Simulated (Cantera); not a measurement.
A perfectly stirred reactor is fed with 2.41 % CH₄, 2.89 % C₂H₆, 19.9 % O₂, 74.8 % N₂, equivalence ratio 0.75, at 4500 Torr; it is adiabatic with a 600 K inlet, and is followed from long to short residence time, starting on the burning branch (τ in s: 0.063, 0.034, 0.018, 0.01, 0.0055, 0.003, 0.0016, 0.00088, 0.00048, 0.00026, 0.00014, 7.7e-05, 4.2e-05).

Detailed kinetics in Cantera: GRI-Mech 3.0 (53 species, 325 reactions).

One state of this run: T (K) = 2168; x CH₄ = 1.01e-6; x C₂H₆ = 1.54e-7; x O₂ = 0.0484; x H₂O₂ = 2.28e-7; x NO = 0.000936. x: mole fraction; the columns are a selection and need not sum to one.

Which value of τ (s) does it belong to?
(A) 0.034
(B) 0.00048
(C) 7.7e-5
(D) 0.010

A, 0.034
